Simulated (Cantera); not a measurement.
Transport properties of process gases

Gas mixture: N₂O = 0.81 (molar parts), at 18.8 Torr, frozen composition.

Cantera's kinetic-theory transport with the Lennard-Jones parameters of GRI-Mech 3.0, ideal gas; thermal conductivity in the multicomponent form. The composition is frozen, though it would react at the higher temperatures.

```csv
T (K),ρ (kg/m³),cp (J/kg/K),μ (µPa s),λ (mW/m/K),Pr,D (cm²/s) CH₄,D (cm²/s) NH₃,D (cm²/s) CH₃
400,0.0331,970.3,19.5,25.3,0.746,11.8,11.4,11.9
650,0.0204,1127,29.1,44.1,0.744,28.0,28.8,28.2
900,0.0147,1227,37.1,61.4,0.741,49.0,52.1,49.4
1150,0.0115,1285,44.1,76.8,0.738,74.3,80.3,74.9
1400,0.00945,1327,50.5,91.0,0.736,103,113,104
1650,0.00802,1359,56.4,104,0.734,136,150,137
1900,0.00697,1384,61.9,117,0.733,172,190,174
2150,0.00616,1402,67.2,129,0.732,212,235,213
```
D: mixture-averaged diffusion coefficient of that species in the mixture.
